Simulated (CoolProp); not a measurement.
Properties of R1234ze(Z) along the isobar 1400 kPa (Tc = 423.3 K, pc = 3531 kPa, ω = 0.327).

Model: reference Helmholtz-energy equation of state, Akasaka 2019, in CoolProp.

| T (K) | phase | Z | cv (kJ/(kg K)) |
|---|---|---|---|
| 284.7 | liquid | 0.05339 | 0.8586 |
| 297.7 | liquid | 0.05244 | 0.8789 |
| 310.6 | liquid | 0.05172 | 0.9001 |
| 323.5 | liquid | 0.05124 | 0.9220 |
| 336.5 | liquid | 0.05101 | 0.9448 |
| 349.4 | liquid | 0.05110 | 0.9681 |
| 362.4 | liquid | 0.05159 | 0.9928 |
| 388.2 | gas | 0.7566 | 0.9986 |
| 401.2 | gas | 0.7915 | 1.002 |
| 414.1 | gas | 0.8188 | 1.009 |
| 427.1 | gas | 0.8412 | 1.019 |
| 440 | gas | 0.8597 | 1.031 |
